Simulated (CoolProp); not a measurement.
Vapour-liquid equilibrium of n-hexane (1) + m-xylene (2) at 131 kPa; x and y are mole fractions of (1).

The numbers come from the multi-fluid Helmholtz-energy mixture model, Thol 2019 and Zhou 2012; pair parameters Bell 2016 in CoolProp.

```json
[
 {"x": "0.05", "bubble temperature, mixture model (°C)": "140.4", "bubble temperature, Raoult's law (°C)": "140.4", "y, mixture model": "0.230", "y, Raoult's law": "0.238"},
 {"x": "0.2", "bubble temperature, mixture model (°C)": "118.5", "bubble temperature, Raoult's law (°C)": "121.2", "y, mixture model": "0.646", "y, Raoult's law": "0.627"},
 {"x": "0.35", "bubble temperature, mixture model (°C)": "103.4", "bubble temperature, Raoult's law (°C)": "107.8", "y, mixture model": "0.819", "y, Raoult's law": "0.800"},
 {"x": "0.5", "bubble temperature, mixture model (°C)": "93.7", "bubble temperature, Raoult's law (°C)": "97.9", "y, mixture model": "0.896", "y, Raoult's law": "0.889"},
 {"x": "0.65", "bubble temperature, mixture model (°C)": "87.4", "bubble temperature, Raoult's law (°C)": "90.1", "y, mixture model": "0.936", "y, Raoult's law": "0.941"},
 {"x": "0.8", "bubble temperature, mixture model (°C)": "82.7", "bubble temperature, Raoult's law (°C)": "83.9", "y, mixture model": "0.964", "y, Raoult's law": "0.973"},
 {"x": "0.95", "bubble temperature, mixture model (°C)": "78.5", "bubble temperature, Raoult's law (°C)": "78.7", "y, mixture model": "0.990", "y, Raoult's law": "0.995"}
]
```

The largest gap from Raoult's law is -4.4 K in bubble temperature, at x = 0.35. No azeotrope shows between x = 0.05 and 0.95.

The pair parameters rest on a limited set of measurements; away from them the model extrapolates.
